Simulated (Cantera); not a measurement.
What does this Cantera script print?

```python
import numpy as np
import cantera as ct

gas = ct.Solution("h2o2.yaml")
gas.TPX = 575, 13332, {'H2': 1, 'O2': 0.909, 'N2': 2.55}
flame = ct.FreeFlame(gas, width=0.16)
flame.set_refine_criteria(ratio=3, slope=0.08, curve=0.16)
flame.transport_model = "mixture-averaged"
flame.solve(loglevel=0, auto=True)
z, T = flame.grid, flame.T
thick = (T[-1] - T[0]) / np.gradient(T, z).max()
show = ['H2', 'O2', 'H2O', 'O', 'HO2', 'OH']
print(f"laminar burning velocity  {flame.velocity[0] * 100:.3f} cm/s")
print(f"burnt temperature         {T[-1]:.1f} K")
print(f"thermal thickness         {thick * 1e3:.4f} mm")
print(f"grid points               {len(z)}")
z0 = z[flame.heat_release_rate.argmax()]
print(f"{'z/mm':>9s}{'T/K':>9s}{'u/(m/s)':>9s}" + "".join(f"{s:>11s}" for s in show))
rows = []
for k in (-3, -2, -1.5, -1, -0.5, -0.25, 0, 0.25, 0.5, 1, 2, 4, 8):
    zz = z0 + k * thick
    rows.append([k * thick, np.interp(zz, z, T), np.interp(zz, z, flame.velocity),
                 *(np.interp(zz, z, flame.X[gas.species_index(s)]) for s in show)])
    print(f"{rows[-1][0] * 1e3:9.3f}{rows[-1][1]:9.1f}{rows[-1][2]:9.3f}" + "".join(f"{x:11.3e}" for x in rows[-1][3:]))
```

It prints:

```
laminar burning velocity  468.757 cm/s
burnt temperature         2163.1 K
thermal thickness         5.5323 mm
grid points               140
     z/mm      T/K  u/(m/s)         H2         O2        H2O          O        HO2         OH
  -16.597    575.0    4.688  2.243e-01  2.039e-01  1.629e-15  1.029e-17  2.352e-14  3.886e-19
  -11.065    575.0    4.688  2.243e-01  2.039e-01  1.156e-12  6.389e-14  3.529e-11  2.940e-15
   -8.298    575.0    4.688  2.243e-01  2.039e-01  9.111e-11  7.174e-12  2.485e-09  4.000e-13
   -5.532    575.0    4.688  2.243e-01  2.039e-01  6.767e-08  3.137e-09  6.454e-07  5.659e-10
   -2.766    585.5    4.762  2.217e-01  2.040e-01  6.878e-04  9.790e-06  7.191e-05  4.485e-05
   -1.383    721.3    5.780  1.965e-01  2.012e-01  1.330e-02  3.017e-04  4.774e-05  4.240e-04
    0.000   1079.8    8.391  9.131e-02  1.627e-01  9.691e-02  8.136e-03  2.376e-05  3.366e-03
    1.383   1347.0   10.358  2.466e-02  1.139e-01  1.772e-01  2.025e-02  1.383e-05  8.631e-03
    2.766   1471.9   11.245  1.902e-02  1.063e-01  1.902e-01  2.170e-02  1.078e-05  1.118e-02
    5.532   1611.9   12.204  1.771e-02  1.033e-01  1.989e-01  1.999e-02  8.291e-06  1.398e-02
   11.065   1756.4   13.164  1.537e-02  1.012e-01  2.085e-01  1.667e-02  6.117e-06  1.622e-02
   22.129   1892.1   14.038  1.193e-02  1.001e-01  2.187e-01  1.245e-02  4.251e-06  1.707e-02
   44.259   2009.6   14.777  8.011e-03  9.983e-02  2.285e-01  8.104e-03  2.885e-06  1.603e-02
```

Computed with Cantera and the H2/O2 subset of GRI-Mech 3.0, which has no nitrogen chemistry. Burning velocities carry a grid error of a few per cent, more on coarse grids. Lean hydrogen flames are cellular in practice and burn faster than this planar one.
